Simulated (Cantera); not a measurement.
Charge: 1 mol Al, 2.2 mol Cl2, equilibrated at 177 °C and 0.0420 bar.

Cantera equilibrium calculation (NASA polynomials, part measured and part estimated; ideal gas, pure solids and liquids). Candidate condensed phases: Al, AlCl3; 8 gas species. The numbers say what is thermodynamically allowed, not how fast it happens.

Base state: Cl2 0.583, Al2Cl6 0.416, AlCl3 0.00139 (mole fractions); condensed: gas only.

### Question
What changes in the equilibrium state with this change: pressure from 0.0420 bar to 2.10e-5 bar?

### Answer
| species | before | after |
|---|---|---|
| Cl2 | 0.583 | 0.566 |
| Al2Cl6 | 0.416 | 0.375 |
| AlCl3 | 0.00139 | 0.0589 |

### Question
What changes in the equilibrium state with this change: temperature from 177 °C to 300 °C?

### Answer
```
species   before   after
-------  -------  ------
Cl2        0.583   0.570
Al2Cl6     0.416   0.384
AlCl3    0.00139  0.0459
```
